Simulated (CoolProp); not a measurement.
The numbers come from the reference Helmholtz-energy equation of state, Thol 2018 in CoolProp.

Task: For hydrogen chloride, give the phase and the cp (kJ/(kg K)) at 73.25 °C and 0.424 MPa; 47.45 °C and 10.6 MPa.

Result: 
- 73.25 °C and 0.424 MPa: gas; cp 0.823
- 47.45 °C and 10.6 MPa: liquid; cp 3.01
